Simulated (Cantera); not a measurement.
A closed system holds: 1 mol Fe(CO)5, 0.41 mol CO, 1.6 mol H2, at 923.15 K and 470000 Pa.

Cantera equilibrium calculation (NASA polynomials, part measured and part estimated; ideal gas, pure solids and liquids). Candidate condensed phases: C, C6H6, C7H8, C8H18, Fe, Fe(CO)5, FeO, Fe(OH)2, Fe(OH)3, Fe2O3, Fe3O4, H2O; 114 gas species. The tables' stoichiometric FeO is somewhat more stable than real wüstite, so its field is too wide. FeO: taken at fixed stoichiometry. Kinetics and transport are ignored.

Base state: CO2 0.421, H2O 0.208, H2 0.170, CO 0.169, CH4 0.0317 (mole fractions); condensed: C(graphite) + FeO(s).

Q: What changes in the equilibrium state with this change: temperature from 923.15 K to 1598 K?

A: 
```csv
species,before,after
CO,0.169,0.771
H2,0.170,0.227
CO2,0.421,0.000825
H2O,0.208,0.000728
CH4,0.0317,0.000399
H,<1e-9,1.17e-5
"C(graphite), mol",3.16,0.00798
"FeO(s), mol",1.00,0
"Fe(γ), mol",0,1.000
```
Iron dissolves carbon and melts from about 1420 K in contact with it, which pure phases cannot show. Condensed phases not in the tables: cementite and carbon dissolved in iron.
